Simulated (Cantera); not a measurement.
Cantera run:

```python
import numpy as np
import cantera as ct

gas_names = """
    C CH CH2 CH3 CH2OH CH3O CH4 CH3OH CO CO2 COOH C2 C2H CHCO,ketyl C2H2,acetylene C2H2,vinylidene
    CH2CO,ketene C2H3,vinyl CH3CO,acetyl C2H4 C2H4O,ethylen CH3CHO,ethanal CH3COOH (HCOOH)2 C2H5 C2H6
    CH3OCH3 C2H5OH C2O C3 C3H3,propargyl C3H4,allene C3H4,propyne C3H4,cyclo- C3H5,allyl C3H6,propylene
    C3H6,cyclo- C3H6O C3H7,n-propyl C3H7,i-propyl C3H8 C3H8O,1propanol C3H8O,2propanol C3O2 C4 C4H2
    C4H4,1,3-cyclo- C4H6,butadiene C4H6,2-butyne C4H6,cyclo- C4H8,1-butene C4H8,cis2-buten
    C4H8,tr2-butene C4H8,isobutene C4H8,cyclo- (CH3COOH)2 C4H9,n-butyl C4H9,i-butyl C4H9,s-butyl
    C4H9,t-butyl C4H10,isobutane C4H10,n-butane C5 C5H6,1,3cyclo- C5H8,cyclo- C5H10,1-pentene
    C5H10,cyclo- C5H11,pentyl C5H11,t-pentyl C5H12,n-pentane C5H12,i-pentane CH3C(CH3)2CH3 C6H2
    C6H5,phenyl C6H5O,phenoxy C6H6 C6H5OH,phenol C6H10,cyclo- C6H12,1-hexene C6H12,cyclo- C6H13,n-hexyl
    C7H7,benzyl C7H8 C7H8O,cresol C7H14,1-heptene C7H15,n-heptyl C7H16,n-heptane C8H8,styrene
    C8H10,ethylbenz C8H16,1-octene C8H17,n-octyl C8H18,isooctane C8H18,n-octane C9H19,n-nonyl
    C10H8,naphthale C10H21,n-decyl C12H9,o-bipheny C12H10,bipheny H HCO HO2 H2 HCHO,formaldehy HCOOH H2O
    H2O2 O OH O2 O3 Si SiC SiC2 SiC4H12 SiH SiH2 SiH3 SiH4 SiO SiO2 Si2 Si2C Si3
""".split()
cond_names = """
    C(gr) C6H6(L) C7H8(L) C8H18(L),n-octa H2O(s) H2O(L) Si(cr) Si(L) SiC(b) SiO2(Lqz) SiO2(hqz) SiO2(L)
""".split()


def load(file, names, dense=False):
    # The tables refer to 1 bar. Condensed volumes are neglected.
    table = {s.name: s for s in ct.Species.list_from_file(file)}
    out = []
    for n in names:
        d = dict(table[n].input_data)
        d["thermo"] = dict(d["thermo"], **{"reference-pressure": 1e5})
        if dense:
            d["equation-of-state"] = {"model": "constant-volume", "density": "1e6 g/cm^3"}
        out.append(ct.Species.from_dict(d))
    return out


gas = ct.Solution(thermo="ideal-gas", species=load("nasa_gas.yaml", gas_names))
cond = {s.name: ct.Solution(thermo="fixed-stoichiometry", species=[s], name=s.name)
        for s in load("nasa_condensed.yaml", cond_names, dense=True)}
atoms = {
    'SiC': {'Si': 1, 'C': 1},
    'H2O': {'H': 2, 'O': 1},
    'H2': {'H': 2},
    'CO2': {'C': 1, 'O': 2},
}
top_T = {'C(gr)': 4500, 'SiC(b)': 3050}  # K; cautious upper limits of use, not melting points


def equilibrate(T, P, feed):
    n = {}
    for name, mol in feed.items():
        for a, k in atoms[name].items():
            n[a] = n.get(a, 0.0) + k * mol
    gas.TPX = T, P, n
    mass = sum(n.values()) * gas.mean_molecular_weight
    gas.equilibrate("TP")
    valid = [c for c in cond.values() if c.min_temp <= T <= top_T.get(c.name, c.max_temp)]
    mix = ct.Mixture([(gas, mass / gas.mean_molecular_weight)] + [(c, 0.0) for c in valid])
    mix.T, mix.P = T, P
    mix.equilibrate("TP", solver="vcs", rtol=1e-11, max_steps=5000)
    return mix


results = []
T = 2198  # K
P = 0.7  # Pa
for m in [0.3, 0.44, 0.65, 0.94, 1.4, 2, 2.9, 4.2]:
    feed = {'SiC': 1, 'H2O': m, 'H2': 210, 'CO2': 0.016}  # mol
    mix = equilibrate(T, P, feed)
    results.append((T, P, feed, dict(zip(mix.species_names, mix.species_moles))))

top = {s: max(r[3][s] / sum(r[3][g] for g in gas_names) for r in results) for s in gas_names}
cols = sorted((s for s in top if top[s] > 1e-06), key=lambda s: -top[s])[:5]
seen = [c for c in cond_names if any(r[3].get(c, 0) > 1e-12 for r in results)]
print("log10 of partial pressures in bar; condensed amounts in mol")
print(f"{'n(H2O)':>10s}" + "".join(f"{s[:9]:>10s}" for s in cols + seen))
for T, P, feed, n in results:
    ng = sum(n[g] for g in gas_names)
    print(f"{feed['H2O']:10.4g}" + "".join(f"{np.log10(max(n[s] / ng * P / 1e5, 1e-99)):10.3f}" for s in cols)
          + "".join(f"{n.get(c, 0):10.4g}" for c in seen))
```

Result:

```
log10 of partial pressures in bar; condensed amounts in mol
    n(H2O)         H        H2         O        CO        Si
       0.3    -5.232    -5.956   -17.888    -8.195    -7.746
      0.44    -5.232    -5.956   -17.690    -8.043    -7.741
      0.65    -5.232    -5.956   -17.431    -7.884    -7.733
      0.94    -5.232    -5.956   -16.815    -7.731    -7.720
       1.4    -5.232    -5.956   -12.473    -7.713    -7.953
         2    -5.232    -5.956    -9.675    -7.714   -10.373
       2.9    -5.233    -5.958    -7.976    -7.716   -12.073
       4.2    -5.235    -5.961    -7.596    -7.720   -12.457
```

These are equilibrium values from Cantera (NASA tables, ideal gas, pure condensed phases), not measurements of a reactor.
